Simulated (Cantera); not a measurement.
Cantera with NASA thermochemical tables; ideal gases at 1 bar, condensed phases pure. Values are per mole of reaction as written; species without (g) are pure solids or liquids, kept so even where they would boil at 1 bar.

Between 1948 and 2748 K, where is each reaction favourable under standard conditions?
- 3 H2(g) + 2 HBO2(g) = 4 H2O(g) + 2 B


- 3 H2(g) + 2 HBO2(g) = 4 H2O(g) + 2 B: ΔG° is 381 kJ at 1948 K and 458 kJ at 2748 K; it stays positive (K < 1). ΔH° is 258 kJ and ΔS° -73 J/K at 2748 K.
